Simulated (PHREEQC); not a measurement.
Nickel, zinc or cadmium bath: an equilibrium model

Consider water at 25 °C and 100 atm with 0.31 mol/kgw CdSO4, 0.048 mol/kgw Na2SO4 and 0.00025 mol/kgw MnSO4. Closed to the air; pH follows from the charge balance.

The numbers come from PHREEQC with the ion-association model, phreeqc.dat.

| Property | Result |
|---|---|
| pH | 5.68 |
| ionic strength | 0.629 mol/kgw |
| activity of water | 0.992 |
| density | 1.078 g/cm³ |

```
species     molality  activity   log γ
----------  --------  --------  ------
Cd+2           0.124    0.0379  -0.515
Cd(SO4)2-2    0.0999    0.0305  -0.515
Na+           0.0901    0.0648  -0.144
CdSO4         0.0862    0.0996   0.063
SO4-2         0.0663    0.0125  -0.724
NaSO4-       0.00588   0.00400  -0.167
Mn+2        0.000177   4.16e-5  -0.628
MnSO4        7.33e-5   8.47e-5   0.063
Cd2OH+3      3.78e-6   2.62e-7  -1.159
HSO4-        3.08e-6   2.29e-6  -0.129
H+           2.74e-6   2.08e-6  -0.120
CdOH+        2.03e-6   1.51e-6  -0.129
OH-          8.53e-9   5.25e-9  -0.211
```

No solid was allowed to form. Species that the database lacks are ignored. Under pressure, the constants of complexes without a molar volume in the database are unreliable.
